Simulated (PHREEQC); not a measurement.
1 kg of water holding 0.15 mol/kgw KCl, 0.29 mol/kgw NaCl and 0.064 mol/kgw Na2CO3 is evaporated at 20 °C; the solids stay in contact with the brine. CO2 is held at log p = -3.4 (atm). Only these solids could form: Halite, Kalicinite, Nahcolite, Natron, Sylvite, Trona.

Equilibrium calculation in PHREEQC: Pitzer model, pitzer.dat.

Question: Predict Halite (mol), Sylvite (mol), Trona (mol) at water left (kg) = 0.1405, 0.02796, 0.009289.

Answer: 
```
water left (kg)  Halite (mol)  Sylvite (mol)  Trona (mol)
---------------  ------------  -------------  -----------
0.1405                      0              0            0
0.02796                 0.165         0.0977       0.0296
0.009289                0.249          0.133       0.0383
```

Species that the database lacks are ignored.
